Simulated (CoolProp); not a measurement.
The numbers come from the reference Helmholtz-energy equation of state, Gao 2022 in CoolProp.

Q: For n-perfluorobutane, give the phase and the density (kg/m³), speed of sound (m/s), expansivity (1/kK) at 120.85 °C and 0.989 MPa; 134.85 °C and 0.989 MPa; 169.85 °C and 0.989 MPa.

A: 
- 120.85 °C and 0.989 MPa: gas; density 84.1, speed of sound 103, expansivity 4.38
- 134.85 °C and 0.989 MPa: gas; density 79.3, speed of sound 107, expansivity 3.93
- 169.85 °C and 0.989 MPa: gas; density 70.1, speed of sound 116, expansivity 3.19
